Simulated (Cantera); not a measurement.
A closed system holds: 1 mol SiCl₄, 1.8 mol CH₄, 7.5 mol H₂, equilibrated at 1925 K and 8.20 mbar.

Equilibrium computed with Cantera from the NASA thermochemical tables; the gas is ideal and each condensed phase is pure. Candidate condensed phases: C, C₆H₆, C₇H₈, C₈H₁₈, Si, SiC; 109 gas species. The tables' values for SiCl, SiCl₃ are old estimates; treat these amounts as uncertain. Equilibrium is a limit: real reactors are often held back by kinetics, nucleation or transport.

Q: What is the equilibrium state?

A: 
```
Property                              Value
--------------------------------  ---------
x(H₂)                                 0.699
x(HCl)                                0.277
x(SiCl₂)                             0.0118
x(H)                                0.00883
x(Cl)                               0.00263
x(C₂H₂ (acetylene))                0.000320
x(SiCl)                            0.000113
x(SiCl₃)                           0.000107
x(Si)                               8.72e-5
n(C(graphite))                    0.951 mol
n(SiC(s))                         0.840 mol
gas amount                        13.18 mol
log10 activity of Si(l) (absent)      -1.39
```
